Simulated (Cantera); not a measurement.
A closed system holds: 1 mol Cu, 0.68 mol CO, 84 mol N₂, equilibrated at 44.0 mbar.

These are equilibrium values from Cantera (NASA tables, ideal gas, pure condensed phases), not measurements of a reactor. Candidate condensed phases: C, Cu, CuO, Cu₂O; 27 gas species. Rates play no part.

x: gas mole fraction; n: condensed amount in mol.

| T (°C) | x N₂ | x Cu | x CO | x Cu₂ | x CO₂ | n C(graphite) | n Cu(s) | n Cu(l) |
|---|---|---|---|---|---|---|---|---|
| 675 | 0.992 | 3.92e-11 | 0.00802 | <1e-12 | 4.96e-6 | 0.000420 | 1.00 | 0 |
| 825 | 0.992 | 1.27e-8 | 0.00803 | <1e-12 | 2.59e-7 | 0 | 1.000 | 0 |
| 975 | 0.992 | 1.00e-6 | 0.00803 | 4.84e-11 | 2.80e-8 | 0 | 1.000 | 0 |
| 1125 | 0.992 | (withheld) | 0.00803 | (withheld) | (withheld) | 0 | 0 | 0.998 |
| 1275 | 0.992 | 0.000409 | 0.00803 | 2.16e-7 | 3.04e-9 | 0 | 0 | 0.965 |
| 1425 | 0.988 | (withheld) | 0.00800 | (withheld) | (withheld) | 0 | 0 | (withheld) |
| 1575 | 0.980 | 0.0116 | 0.00794 | 1.50e-5 | 7.15e-9 | 0 | 0 | 0 |
| 1725 | 0.980 | 0.0117 | 0.00794 | 5.81e-6 | 1.36e-8 | 0 | 0 | 0 |

Q: Fill in the missing entries.

A: 
- 1125, x Cu: 2.95e-5
- 1125, x Cu₂: 5.67e-9
- 1125, x CO₂: 4.97e-9
- 1425, x Cu: 0.00352
- 1425, x Cu₂: 4.21e-6
- 1425, x CO₂: 3.94e-9
- 1425, n Cu(l): 0.700
